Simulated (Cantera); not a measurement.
# Ammonia decomposition in nitride growth gas

An isothermal, constant-pressure homogeneous reactor starts with NH₃ : N₂ = 1 : 2 (molar parts), at 1925 K and 0.987 atm.

Detailed kinetics in Cantera: the gas-phase N/H chemistry of the illustrative SiF4/NH3 mechanism in the Surface Chemkin manual (1991). Walls and surfaces, which speed up NH3 decomposition in real reactors, are not modelled.

| t (s) | x NH₃ | x N₂H₄ | x H₂ | x N₂H₂ | x N | x NH | x H |
|---|---|---|---|---|---|---|---|
| 0.000400 | 0.332 | 2.57e-7 | 0.00135 | 1.38e-6 | 1.11e-8 | 3.36e-6 | 1.34e-6 |
| 0.00181 | 0.326 | 2.37e-7 | 0.00807 | 1.39e-6 | 4.79e-8 | 4.09e-6 | 5.12e-6 |
| 0.00818 | 0.301 | 1.74e-7 | 0.0365 | 1.23e-6 | 1.75e-7 | 5.31e-6 | 1.97e-5 |
| 0.0370 | 0.214 | 9.29e-8 | 0.134 | 7.71e-7 | 3.33e-7 | 5.68e-6 | 7.25e-5 |
| 0.167 | 0.0626 | 1.57e-8 | 0.304 | 1.61e-7 | 3.64e-7 | 3.74e-6 | 0.000231 |
| 0.757 | 0.00342 | 1.62e-10 | 0.371 | 2.58e-9 | 1.38e-7 | 7.32e-7 | 0.000524 |
| 3.42 | 0.000324 | 1.79e-12 | 0.374 | 3.12e-11 | 1.79e-8 | 8.56e-8 | 0.000587 |
| 15.5 | 6.10e-5 | <1e-12 | 0.375 | 1.52e-12 | 3.41e-9 | 1.62e-8 | 0.000589 |
| 70.0 | 1.35e-5 | <1e-12 | 0.375 | <1e-12 | 7.52e-10 | 3.58e-9 | 0.000589 |
x: mole fraction; the columns are a selection and need not sum to one.

Equilibrium at this temperature and pressure: NH₃ 4.13e-6, N₂H₄ <1e-12, H₂ 0.375, N₂H₂ <1e-12, N 2.31e-10, NH 1.10e-9, H 0.000589 (gas phase only).
